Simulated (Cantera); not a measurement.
Input: 1 mol C2H4, 1.1 mol O2, 0.38 mol H2, held at 1100 °C and 1.50 bar.

These are equilibrium values from Cantera (NASA tables, ideal gas, pure condensed phases), not measurements of a reactor. Kinetics and transport are ignored.

| species | before | after |
|---|---|---|
| H2 | 0.511 | 0.399 |
| H2O | 0.0322 | 0.209 |
| CO2 | 0.0136 | 0.173 |
| CO | 0.443 | 0.144 |
| CH4 | 9.72e-5 | 0.0745 |
| C(graphite), mol | 0 | 0.768 |
Gas species are given as mole fractions.

Question: What was changed between the two runs?
A. temperature from 1100 °C to 2177 °C
B. temperature from 1100 °C to 725 °C
C. O2 from 1.1 to 1.8 mol
D. temperature from 1100 °C to 627 °C

Answer: D, temperature from 1100 °C to 627 °C
